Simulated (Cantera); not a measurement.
Input (Python, Cantera) and output of one run.

```python
import numpy as np
import cantera as ct

gas_names = """
    H HO2 H2 H2O H2O2 Li LiH LiO LiOH Li2 Li2O Li2O2 Li2O2H2 O OH O2 O3
""".split()
cond_names = """
    H2O(s) H2O(L) Li(cr) Li(L) LiH(s) LiH(L) LiOH(s) LiOH(L) Li2O(s) Li2O(L)
""".split()


# ... load() reads the species with a 1 bar reference pressure and builds the phases ...
atoms = {
    'LiOH': {'Li': 1, 'O': 1, 'H': 1},
    'H2O': {'H': 2, 'O': 1},
    'H2': {'H': 2},
}
top_T = {}  # K; cautious upper limits of use, not melting points


# ... equilibrate(T, P, feed) seeds the gas with the atoms and calls Mixture.equilibrate('TP', solver="vcs", rtol=1e-11, max_steps=5000) ...
results = []
feed = {'LiOH': 1, 'H2O': 0.17, 'H2': 0.036}  # mol
T = 1800  # K
P = 56000  # Pa
mix = equilibrate(T, P, feed)
results.append((T, P, feed, dict(zip(mix.species_names, mix.species_moles))))
print(gas.report(threshold=1e-05))
for i in range(1, mix.n_phases):
    print(f"{mix.phase(i).name:16s} {mix.phase_moles(i):12.5e} mol")
```

Output:

```
       temperature   1800 K
          pressure   56000 Pa
           density   0.072602 kg/m^3
  mean mol. weight   19.403 kg/kmol
   phase of matter   gas

                          1 kg             1 kmol
                     ---------------   ---------------
          enthalpy       -8.3194e+06       -1.6142e+08  J
   internal energy       -9.0907e+06       -1.7639e+08  J
           entropy             14629        2.8385e+05  J/K
    Gibbs function       -3.4652e+07       -6.7235e+08  J
 heat capacity c_p            2691.3             52219  J/K
 heat capacity c_v            2262.8             43905  J/K

                      mass frac. Y      mole frac. X     chem. pot. / RT
                     ---------------   ---------------   ---------------
                 H        5.0842e-06        9.7865e-05           -11.452
                H2         0.0043469          0.041836           -22.904
               H2O            0.5758           0.62016           -44.234
                Li        0.00039983         0.0011178           -15.832
              LiOH             0.411           0.33301           -48.614
              Li2O         0.0011618        0.00075447           -52.995
           Li2O2H2         0.0071905          0.002913           -97.229
                OH         8.397e-05        9.5799e-05           -32.782
     [   +9 minor]        9.3456e-06        1.2634e-05

Li(L)             0.00000e+00 mol
LiH(L)            0.00000e+00 mol
LiOH(L)           0.00000e+00 mol
Li2O(s)           3.55036e-01 mol
```

Cantera equilibrium calculation (NASA polynomials, part measured and part estimated; ideal gas, pure solids and liquids).
